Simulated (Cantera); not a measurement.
A closed system holds: 1 mol borazine, 1.2 mol O₂, equilibrated at 9600 Pa.

Equilibrium computed with Cantera from the NASA thermochemical tables; the gas is ideal and each condensed phase is pure. Candidate condensed phases: B, BN, B₂O₃, B₃O₃H₃, H₂O; 39 gas species. The feed counts by its element totals alone. Mutual solubility and eutectic melting of coexisting phases are not modelled. Gases not in the tables: H₃BO₃. Rates play no part.

Q: At 1177 °C, list the 6 most abundant gas species with their mole fractions, and the condensed phases.

A: H₂ 0.786, N₂ 0.210, HBO₂ 0.00204, H₂O 0.00170, HBO 0.000373, B₂O₃ 7.83e-5. Condensed: BN(s) + B₂O₃(l).
